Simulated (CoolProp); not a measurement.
Properties of sulfur hexafluoride along the isobar 2.55 MPa (Tc = 45.6 °C, pc = 3.755 MPa, ω = 0.210).

The numbers come from the reference Helmholtz-energy equation of state, Guder 2009 in CoolProp.

```tsv
T (°C)	phase	density (kg/m³)	isothermal compressibility (1/MPa)	conductivity (mW/(m K))	Prandtl number	fugacity coefficient
-25.95	liquid	1737	0.004280	71.4	3.76	0.2132
-4.25	liquid	1607	0.007689	64.6	3.19	0.3825
17.45	liquid	1434	0.01927	56.6	2.86	0.6042
39.15	gas	210.9	0.6678	18.1	0.995	0.7609
60.75	gas	174.0	0.5339	18.4	0.881	0.8109
82.45	gas	152.5	0.4841	19.6	0.839	0.8480
104.15	gas	137.4	0.4575	21.1	0.812	0.8766
125.85	gas	125.8	0.4407	22.7	0.792	0.8993
147.55	gas	116.5	0.4292	24.4	0.776	0.9174
169.25	gas	108.8	0.4209	26.0	0.764	0.9322
190.85	gas	102.3	0.4147	27.6	0.754	0.9443
212.55	gas	96.63	0.4098	29.2	0.747	0.9544
234.25	gas	91.64	0.4060	30.8	0.739	0.9628
255.95	gas	87.22	0.4029	32.4	0.733	0.9698
277.65	gas	83.26	0.4004	34.0	0.729	0.9758
```

Viscosity comes from a separate model (Quiñones-Cisneros 2012). Thermal conductivity comes from a separate model (Assael 2012).
